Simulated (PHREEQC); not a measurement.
Dissolve 8.7 mmol/kgw CsOH, 0.26 mmol/kgw K2SiO3 and 0.13 mmol/kgw K2CO3 at 76 °C. Closed to the air; pH follows from the charge balance.

Model: ion-association model, wateq4f.dat, run in PHREEQC.

Precipitation was switched off in this run.

Problem. What pH does the model give?

Solution. pH 10.59.

Problem. In which forms is C present?

Solution. CO3-2 80 %, HCO3- 20 % of the C.

Species that the database lacks are ignored. Away from 25 °C the constants follow the database's enthalpies or fits; those with neither stay at their 25 °C values.
